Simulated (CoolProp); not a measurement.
Properties of R141b at several states (Tc = 204.4 °C, pc = 42.12 bar, ω = 0.220).

Model: reference Helmholtz-energy equation of state, Lemmon 2006, in CoolProp. It is a short technical equation, of lower accuracy than the large ones.

```
T (°C)  p (bar)   phase  cp (kJ/(kg K))  isothermal compressibility (1/MPa)  expansivity (1/kK)
------  -------  ------  --------------  ----------------------------------  ------------------
25.55     0.415     gas          0.7732                               24.52               3.581
-70.95     2.41  liquid           1.107                           0.0006955               1.276
-41.15     5.56  liquid           1.099                           0.0009004               1.319
195.05     20.9     gas           1.141                              0.6361               4.634
-41.05     6.01  liquid           1.099                           0.0009008               1.319
-75.75    0.207  liquid           1.112                           0.0006684               1.273
```
